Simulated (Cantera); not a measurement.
**NO annealing gas**

An isothermal, constant-pressure homogeneous reactor starts with NO : N2 = 1 : 0.14 (molar parts), at 1875 K and 100.0 Torr.

Detailed kinetics in Cantera: GRI-Mech 3.0 (53 species, 325 reactions).

| t (s) | x NO | x NO2 | x N2O | x O2 | x O | x N2 |
|---|---|---|---|---|---|---|
| 0.000600 | 0.877 | 8.95e-6 | 2.61e-5 | 7.03e-7 | 1.91e-5 | 0.123 |
| 0.00135 | 0.877 | 2.99e-5 | 5.57e-5 | 4.02e-6 | 3.32e-5 | 0.123 |
| 0.00303 | 0.877 | 7.42e-5 | 0.000112 | 2.61e-5 | 5.44e-5 | 0.123 |
| 0.00682 | 0.877 | 0.000119 | 0.000197 | 0.000143 | 7.46e-5 | 0.123 |
| 0.0153 | 0.876 | 0.000137 | 0.000278 | 0.000529 | 8.47e-5 | 0.123 |
| 0.0345 | 0.874 | 0.000146 | 0.000307 | 0.00150 | 8.99e-5 | 0.124 |
| 0.0775 | 0.869 | 0.000159 | 0.000304 | 0.00372 | 9.57e-5 | 0.127 |
| 0.174 | 0.859 | 0.000184 | 0.000294 | 0.00871 | 0.000107 | 0.132 |
| 0.391 | 0.837 | 0.000228 | 0.000275 | 0.0198 | 0.000129 | 0.143 |
| 0.880 | 0.788 | 0.000293 | 0.000237 | 0.0440 | 0.000165 | 0.167 |
| 1.98 | 0.689 | 0.000362 | 0.000174 | 0.0936 | 0.000221 | 0.217 |
| 4.45 | 0.514 | 0.000373 | 9.21e-5 | 0.181 | 0.000293 | 0.304 |
| 10.0 | 0.284 | 0.000265 | 2.69e-5 | 0.296 | 0.000366 | 0.419 |
x: mole fraction; the columns are a selection and need not sum to one.

Equilibrium at this temperature and pressure: NO 0.00646, NO2 7.31e-6, N2O 1.13e-7, O2 0.435, O 0.000437, N2 0.558 (gas phase only).
